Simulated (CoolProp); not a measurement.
Vapour pressure (MPa) of n-dodecane: the reference equation beside estimates from Tc = 658.1 K, pc = 1.818 MPa, ω = 0.574. Clausius-Clapeyron is anchored at 336.5 K with a constant enthalpy of vaporisation of 57.92 kJ/mol.

Values from CoolProp's reference Helmholtz-energy equation of state, Lemmon 2004. It is a short technical equation, of lower accuracy than the large ones.

| T (K) | reference | Lee-Kesler | Clausius-Clapeyron | van der Waals |
|---|---|---|---|---|
| 331.5 | 0.0002044 | ___ | 0.0002047 | ___ |
| 336.5 | 0.0002797 | 0.0002756 | 0.0002797 | ___ |
| 341.4 | 0.0003761 | 0.0003698 | 0.0003764 | 0.06455 |
| 346.4 | 0.0005033 | ___ | 0.0005053 | ___ |
| 351.3 | 0.0006629 | 0.0006500 | 0.0006689 | 0.07766 |
| 356.3 | 0.0008694 | 0.0008519 | ___ | 0.08495 |
| 361.2 | ___ | 0.001101 | ___ | 0.09254 |
| 366.2 | 0.001447 | 0.001417 | 0.001499 | 0.1008 |

Question: What belongs in the gaps?

Answer: 
- 331.5, Lee-Kesler: 0.0002019
- 331.5, van der Waals: 0.05310
- 336.5, van der Waals: 0.05869
- 346.4, Lee-Kesler: 0.0004941
- 346.4, van der Waals: 0.07096
- 356.3, Clausius-Clapeyron: 0.0008835
- 361.2, reference: 0.001124
- 361.2, Clausius-Clapeyron: 0.001152

Absolute difference from the reference over all 8 rows, mean and median: Lee-Kesler 1.8 and 1.9 %, Clausius-Clapeyron 1.2 and 0.7 %, van der Waals 14263.6 and 12807.1 %.
